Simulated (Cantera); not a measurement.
A perfectly stirred reactor is fed with 15.4 % CH4, 63.1 % H2O, 21.5 % H2, at 2300000 Pa; it is held at 1848 K, and followed from long to short residence time.

Computed with Cantera and GRI-Mech 3.0 (53 species, 325 reactions). The pressure lies above the range GRI-Mech 3.0 was tuned for (to about 10 atm).

x: mole fraction; the columns are a selection and need not sum to one.

| τ (s) | x CH4 | x H2O | x H2 | x CO2 | x HCO | x O |
|---|---|---|---|---|---|---|
| 5.2 | 0.000855 | 0.350 | 0.532 | 0.0165 | 9.69e-8 | 4.52e-10 |
| 1.1 | 0.00359 | 0.355 | 0.527 | 0.0165 | 9.42e-8 | 4.61e-10 |
| 0.25 | 0.0112 | 0.370 | 0.510 | 0.0164 | 8.61e-8 | 4.90e-10 |
| 0.053 | (withheld) | (withheld) | 0.470 | 0.0155 | (withheld) | 5.48e-10 |
| 0.011 | 0.0442 | 0.477 | 0.408 | 0.0116 | 3.83e-8 | 6.18e-10 |
| 0.0025 | 0.0647 | 0.543 | 0.343 | 0.00533 | 1.84e-8 | 7.06e-10 |
| 0.00054 | (withheld) | (withheld) | (withheld) | (withheld) | (withheld) | 8.78e-10 |

Task: What belongs in the gaps?

Result: 
- 0.053, x CH4: 0.0261
- 0.053, x H2O: 0.410
- 0.053, x HCO: 6.65e-8
- 0.00054, x CH4: 0.0965
- 0.00054, x H2O: 0.591
- 0.00054, x H2: 0.285
- 0.00054, x CO2: 0.00102
- 0.00054, x HCO: 1.16e-8
